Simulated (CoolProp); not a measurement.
Vapour-liquid equilibrium of toluene (1) + n-octane (2) at 196 kPa; x and y are mole fractions of (1).

Values from CoolProp's multi-fluid Helmholtz-energy mixture model, Lemmon 2006 and Beckmüller 2019; pair parameters Bell 2016.

Give the bubble temperature and the first vapour's composition at x = 0.05, 0.65, 0.95. Is there an azeotrope?

x = 0.05: 422.8 K, y = 0.081; x = 0.65: 411.3 K, y = 0.714; x = 0.95: 409.0 K, y = 0.955. No azeotrope shows between x = 0.05 and 0.95.

The pair parameters rest on a limited set of measurements; away from them the model extrapolates.
